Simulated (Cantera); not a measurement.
Charge: 1 mol HI, 0.12 mol H2, 0.96 mol O2, equilibrated at 2423 K and 93.0 bar.

These are equilibrium values from Cantera (NASA tables, ideal gas, pure condensed phases), not measurements of a reactor. Candidate condensed phases: H2O, I2; 12 gas species. The ideal-gas law is rough above about 30 bar. The numbers say what is thermodynamically allowed, not how fast it happens.

Base state: I 0.337, O2 0.304, H2O 0.280, I2 0.0590, HI 0.0116, OH 0.00667, O 0.000561, H2 0.000213 (mole fractions); condensed: gas only.

**Question.** What changes in the equilibrium state with this change: HI replaced by N2O?

**Answer.** 
| species | before | after |
|---|---|---|
| O2 | 0.304 | 0.542 |
| N2 | 0 | 0.385 |
| H2O | 0.280 | 0.0459 |
| I | 0.337 | 0 |
| I2 | 0.0590 | 0 |
| NO | 0 | 0.0225 |
| HI | 0.0116 | 0 |
| NO2 | 0 | 0.000338 |
| H2 | 0.000213 | 2.62e-5 |
